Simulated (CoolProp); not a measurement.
The numbers come from the reference Helmholtz-energy equation of state, Zhou 2016 in CoolProp.

Task: For R245ca, give the phase and the speed of sound (m/s), fugacity coefficient at 450 K and 2.19 MPa; 450 K and 3.28 MPa.

Result: 
- 450 K and 2.19 MPa: gas; speed of sound 138, fugacity coefficient 0.815
- 450 K and 3.28 MPa: gas; speed of sound 112, fugacity coefficient 0.724
